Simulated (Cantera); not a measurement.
A freely propagating, adiabatic, planar premixed flame of H₂ : O₂ : N₂ = 1 : 0.417 : 1.38 (molar parts), equivalence ratio 1.2, unburnt at 600 K and 140000 Pa; multicomponent transport, grid criteria slope 0.08 and curve 0.16, no radiation.

Model: the H2/O2 subset of GRI-Mech 3.0, which has no nitrogen chemistry, integrated in Cantera. Burning velocities carry a grid error of a few per cent, more on coarse grids.

Task: Predict: laminar burning velocity; thermal thickness; peak x(H₂O₂); peak x(H); peak x(O).

Result: 
```json
{
  "laminar_burning_velocity": "916 cm/s",
  "thermal_thickness": "0.292 mm",
  "peak x(H₂O₂)": "1.94e-5",
  "peak x(H)": "0.0776",
  "peak x(O)": "0.0123"
}
```
